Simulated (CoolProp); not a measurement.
A closed Brayton cycle with carbon dioxide: compressor inlet 320.15 K and 9.1 MPa, high pressure 19.1 MPa, turbine inlet 705 K, compressor efficiency 0.8, turbine efficiency 0.93, recuperator effectiveness 0.95 (on enthalpy, no pinch check). Each further row changes one setting.

Computed with CoolProp (reference Helmholtz-energy equation of state, Span 1996).

```json
[
 {"case": "as stated", "thermal efficiency (%)": "30.1", "net work (kJ/kg)": "54.6", "compressor to turbine work": "0.36", "compressor exit (K)": "372.0", "turbine exit (K)": "620.7"},
 {"case": "turbine inlet 655 K", "thermal efficiency (%)": "27.6", "net work (kJ/kg)": "47.3", "compressor to turbine work": "0.40", "compressor exit (K)": "372.0", "turbine exit (K)": "574.0"},
 {"case": "compressor inlet 330.15 K", "thermal efficiency (%)": "28.8", "net work (kJ/kg)": "47.3", "compressor to turbine work": "0.45", "compressor exit (K)": "391.9", "turbine exit (K)": "620.7"},
 {"case": "high pressure 16.2 MPa", "thermal efficiency (%)": "28.7", "net work (kJ/kg)": "44.6", "compressor to turbine work": "0.34", "compressor exit (K)": "360.3", "turbine exit (K)": "639.2"},
 {"case": "recuperator effectiveness 0.5", "thermal efficiency (%)": "17.4", "net work (kJ/kg)": "54.6", "compressor to turbine work": "0.36", "compressor exit (K)": "372.0", "turbine exit (K)": "620.7"}
]
```
